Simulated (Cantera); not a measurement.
Input (Python, Cantera) and output of one run.

```python
import numpy as np
import cantera as ct

gas_names = [...]  # 91 gases of nasa_gas.yaml made of C, Cl, H
cond_names = """
    C(gr) C6H6(L) C7H8(L) C8H18(L),n-octa
""".split()


# ... load() reads the species with a 1 bar reference pressure and builds the phases ...
atoms = {
    'CCl4': {'C': 1, 'CL': 4},
    'H2': {'H': 2},
}
top_T = {'C(gr)': 4500}  # K; cautious upper limits of use, not melting points


# ... equilibrate(T, P, feed) seeds the gas with the atoms and calls Mixture.equilibrate('TP', solver="vcs", rtol=1e-11, max_steps=5000) ...
results = []
feed = {'CCl4': 1, 'H2': 0.3}  # mol
T = 1373  # K
P = 12  # Pa
mix = equilibrate(T, P, feed)
results.append((T, P, feed, dict(zip(mix.species_names, mix.species_moles))))
print(gas.report(threshold=0.001))
for i in range(1, mix.n_phases):
    print(f"{mix.phase(i).name:16s} {mix.phase_moles(i):12.5e} mol")
```

Output:

```
       temperature   1373 K
          pressure   12 Pa
           density   4.178e-05 kg/m^3
  mean mol. weight   39.746 kg/kmol
   phase of matter   gas

                          1 kg             1 kmol
                     ---------------   ---------------
          enthalpy        2.4852e+06        9.8775e+07  J
   internal energy        2.1979e+06        8.7359e+07  J
           entropy            7445.1        2.9591e+05  J/K
    Gibbs function        -7.737e+06       -3.0751e+08  J
 heat capacity c_p             643.9             25592  J/K
 heat capacity c_v             434.7             17278  J/K

                      mass frac. Y      mole frac. X     chem. pot. / RT
                     ---------------   ---------------   ---------------
                CL           0.63872           0.71612           -20.614
               CL2           0.20767           0.11642           -41.229
               HCL           0.15361           0.16746           -44.042
     [  +88 minor]        5.5959e-07        2.5546e-07

C(gr)             9.99998e-01 mol
```

Cantera equilibrium calculation (NASA polynomials, part measured and part estimated; ideal gas, pure solids and liquids).
